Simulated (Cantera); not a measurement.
Input: 1 mol B, 22 mol NH3, 0.22 mol N2, 2.1 mol H2, held at 1800 K and 25.5 Torr.

Equilibrium computed with Cantera from the NASA thermochemical tables; the gas is ideal and each condensed phase is pure. Candidate condensed phases: B, BN; 15 gas species. The numbers say what is thermodynamically allowed, not how fast it happens.

Base state: H2 0.765, N2 0.234, H 0.00170 (mole fractions); condensed: BN(s).

What changes in the equilibrium state with this change: temperature from 1800 K to 1300 K?


```tsv
species	before	after
H2	0.765	0.766
N2	0.234	0.234
H	0.00170	5.25e-6
BN(s), mol	1.000	1.00
```

What changes in the equilibrium state with this change: temperature from 1800 K to 2248 K?


| species | before | after |
|---|---|---|
| H2 | 0.765 | 0.735 |
| N2 | 0.234 | 0.230 |
| H | 0.00170 | 0.0342 |
| BH2 | 2.30e-6 | 0.000772 |
| B | 2.23e-9 | 9.73e-5 |
| BH | 1.86e-9 | 1.56e-5 |
| BN(s), mol | 1.000 | 0.958 |
The tables' values for BH2 are old estimates; treat these amounts as uncertain.

What changes in the equilibrium state with this change: temperature from 1800 K to 2200 K?


```csv
species,before,after
H2,0.765,0.742
N2,0.234,0.231
H,0.00170,0.0263
BH2,2.30e-6,0.000467
B,2.23e-9,3.82e-5
"BN(s), mol",1.000,0.976
```
The tables' values for BH2 are old estimates; treat these amounts as uncertain.
